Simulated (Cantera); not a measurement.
Catalytic combustion on Pt

An isothermal plug-flow reactor at 625 K and 5.00 bar (inlet), inlet velocity 0.091 m/s, active area per volume 940 1/m; feed CO : O2 : N2 : H2O = 0.013 : 0.074 : 0.79 : 0.076 (molar parts).

Cantera simulation using Deutschmann's 1995 Pt surface mechanism with GRI-Mech 3.0 gas chemistry; the numbers are that mechanism's predictions, not measurements. Catalytic surfaces can have several steady states; this one follows from the mechanism file's or the stated starting coverage. Mass transfer to the wall is taken as infinitely fast.

| z (m) | x CO | x O2 | x H2O | x CO2 | θ free Pt | θ O* | θ OH* | θ CO* |
|---|---|---|---|---|---|---|---|---|
| 8.9e-05 | 0.0136 | 0.0776 | 0.0797 | 4.35e-5 | 0.00583 | 0.0102 | 0.00169 | 0.982 |
| 0.00015 | 0.0136 | 0.0776 | 0.0798 | 7.34e-5 | 0.00584 | 0.0102 | 0.00169 | 0.982 |
| 0.00025 | 0.0135 | 0.0776 | 0.0798 | 0.000123 | 0.00586 | 0.0103 | 0.00170 | 0.982 |
| 0.00041 | 0.0134 | 0.0776 | 0.0798 | 0.000202 | 0.00588 | 0.0104 | 0.00171 | 0.982 |
| 0.00069 | 0.0133 | 0.0775 | 0.0798 | 0.000342 | 0.00593 | 0.0105 | 0.00173 | 0.982 |
| 0.0012 | 0.0130 | 0.0774 | 0.0798 | 0.000604 | 0.00602 | 0.0108 | 0.00176 | 0.981 |
| 0.0019 | 0.0127 | 0.0772 | 0.0798 | 0.000975 | 0.00615 | 0.0113 | 0.00182 | 0.981 |
| 0.0032 | 0.0119 | 0.0769 | 0.0798 | 0.00171 | 0.00644 | 0.0123 | 0.00195 | 0.979 |
| 0.0053 | 0.0106 | 0.0762 | 0.0799 | 0.00307 | 0.00709 | 0.0149 | 0.00225 | 0.976 |
| 0.0089 | 0.00708 | 0.0746 | 0.0800 | 0.00660 | 0.0107 | 0.0340 | 0.00417 | 0.951 |
x: gas mole fraction; θ: surface coverage.
